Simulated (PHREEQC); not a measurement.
0.51 g of hydrous ferric oxide (600 m²/g; 0.2 weak and 0.005 strong sites per Fe, Dzombak-Morel constants, diffuse double layer) in 1 kg of water with 0.005 mol/kgw of an inert sodium salt and 0.0031 mol MnCl2, at 25 °C; the pH is set by adding NaOH or the inert anion's acid. The system is closed to oxygen. CO2 from the air is kept out. Nothing may precipitate in this run.

Base run: PHREEQC, ion-association model, wateq4f.dat. Each further column changes one thing. The table gives surface charge σ (C/m²).

```json
[
 {"pH": "3", "base": "0.335", "background salt from 0.005 to 0.0005 mol/kgw": "0.325", "oxide from 0.51 to 2.5 g/kgw": "0.338", "0.0052 mol/kgw ZnSO4 added": "0.034"},
 {"pH": "3.38", "base": "0.304", "background salt from 0.005 to 0.0005 mol/kgw": "0.288", "oxide from 0.51 to 2.5 g/kgw": "0.308", "0.0052 mol/kgw ZnSO4 added": "0.033"},
 {"pH": "4.12", "base": "0.220", "background salt from 0.005 to 0.0005 mol/kgw": "0.202", "oxide from 0.51 to 2.5 g/kgw": "0.225", "0.0052 mol/kgw ZnSO4 added": "0.033"},
 {"pH": "4.5", "base": "0.177", "background salt from 0.005 to 0.0005 mol/kgw": "0.160", "oxide from 0.51 to 2.5 g/kgw": "0.180", "0.0052 mol/kgw ZnSO4 added": "0.032"},
 {"pH": "5.25", "base": "0.106", "background salt from 0.005 to 0.0005 mol/kgw": "0.094", "oxide from 0.51 to 2.5 g/kgw": "0.107", "0.0052 mol/kgw ZnSO4 added": "[?]"},
 {"pH": "5.62", "base": "0.080", "background salt from 0.005 to 0.0005 mol/kgw": "0.070", "oxide from 0.51 to 2.5 g/kgw": "0.081", "0.0052 mol/kgw ZnSO4 added": "0.029"},
 {"pH": "6.38", "base": "0.043", "background salt from 0.005 to 0.0005 mol/kgw": "0.037", "oxide from 0.51 to 2.5 g/kgw": "0.042", "0.0052 mol/kgw ZnSO4 added": "0.032"},
 {"pH": "6.75", "base": "0.034", "background salt from 0.005 to 0.0005 mol/kgw": "0.029", "oxide from 0.51 to 2.5 g/kgw": "0.032", "0.0052 mol/kgw ZnSO4 added": "0.037"},
 {"pH": "7.5", "base": "0.029", "background salt from 0.005 to 0.0005 mol/kgw": "0.025", "oxide from 0.51 to 2.5 g/kgw": "0.024", "0.0052 mol/kgw ZnSO4 added": "[?]"},
 {"pH": "7.88", "base": "0.029", "background salt from 0.005 to 0.0005 mol/kgw": "0.024", "oxide from 0.51 to 2.5 g/kgw": "0.021", "0.0052 mol/kgw ZnSO4 added": "[?]"},
 {"pH": "8.62", "base": "0.029", "background salt from 0.005 to 0.0005 mol/kgw": "0.024", "oxide from 0.51 to 2.5 g/kgw": "0.016", "0.0052 mol/kgw ZnSO4 added": "[?]"},
 {"pH": "9", "base": "0.028", "background salt from 0.005 to 0.0005 mol/kgw": "0.024", "oxide from 0.51 to 2.5 g/kgw": "0.014", "0.0052 mol/kgw ZnSO4 added": "[?]"}
]
```

### Question
Some entries are withheld; supply them.

### Answer

- 5.25, 0.0052 mol/kgw ZnSO4 added: 0.030
- 7.5, 0.0052 mol/kgw ZnSO4 added: 0.049
- 7.88, 0.0052 mol/kgw ZnSO4 added: 0.056
- 8.62, 0.0052 mol/kgw ZnSO4 added: 0.062
- 9, 0.0052 mol/kgw ZnSO4 added: 0.055

The oxide is taken as insoluble; below pH 4 it would dissolve. In at least one series the solution becomes supersaturated in solids that the run did not let form, among them Zincite(c), Zn4(OH)6SO4, Zn5(OH)8Cl2.
